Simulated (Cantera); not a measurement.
# Premixed flame

A freely propagating, adiabatic, planar premixed flame of 14.3 % CH3OH, 17.9 % O2, 67.9 % N2, equivalence ratio 1.2, unburnt at 650 K and 100.0 Torr; mixture-averaged transport, grid criteria slope 0.08 and curve 0.16, no radiation.

Cantera simulation using GRI-Mech 3.0 (53 species, 325 reactions); the numbers are that mechanism's predictions, not measurements. GRI-Mech 3.0 was tuned for natural gas; its chemistry of methanol as a main component is partial and can be far from experiment. Burning velocities carry a grid error of a few per cent, more on coarse grids.

| z (mm) | T (K) | u (m/s) | x CH3OH | x O2 | x C2H6 | x CH2CO | x C2H | x C2H4 |
|---|---|---|---|---|---|---|---|---|
| -4.30 | 650 | 2.11 | 0.142 | 0.178 | <1e-8 | <1e-8 | <1e-8 | <1e-8 |
| -2.87 | 652 | 2.13 | 0.142 | 0.177 | <1e-8 | <1e-8 | <1e-8 | <1e-8 |
| -2.15 | 661 | 2.17 | 0.140 | 0.175 | <1e-8 | 1.79e-8 | <1e-8 | 1.16e-8 |
| -1.43 | 714 | 2.38 | 0.135 | 0.169 | 1.09e-8 | 2.11e-7 | <1e-8 | 1.03e-7 |
| -0.716 | 1024 | 3.56 | 0.103 | 0.139 | 1.33e-7 | 2.96e-6 | <1e-8 | 1.04e-6 |
| -0.358 | 1384 | 4.99 | 0.0567 | 0.105 | 3.56e-7 | 9.05e-6 | <1e-8 | 2.74e-6 |
| 0 | 1746 | 6.53 | 0.0102 | 0.0689 | 3.80e-7 | 1.83e-5 | <1e-8 | 4.93e-6 |
| 0.358 | 1877 | 7.10 | 0.000296 | 0.0454 | 4.30e-8 | 6.71e-6 | <1e-8 | 1.74e-6 |
| 0.716 | 1903 | 7.19 | 2.13e-6 | 0.0305 | <1e-8 | 7.71e-7 | <1e-8 | 1.52e-7 |
| 1.43 | 1926 | 7.24 | <1e-8 | 0.0189 | <1e-8 | <1e-8 | <1e-8 | <1e-8 |
| 2.87 | 1949 | 7.29 | <1e-8 | 0.0147 | <1e-8 | <1e-8 | <1e-8 | <1e-8 |
| 5.73 | 1973 | 7.36 | <1e-8 | 0.0135 | <1e-8 | <1e-8 | <1e-8 | <1e-8 |
| 11.5 | 2008 | 7.47 | <1e-8 | 0.0124 | <1e-8 | <1e-8 | <1e-8 | <1e-8 |
x: mole fraction of selected species; z is measured from the peak of heat release.

- laminar burning velocity = 211 cm/s
- thermal thickness = 1.43 mm
- peak x(C2H6) = 4.54e-7
- peak x(CH2CO) = 1.83e-5
- peak x(C2H) = <1e-8
- peak x(C2H4) = 4.93e-6
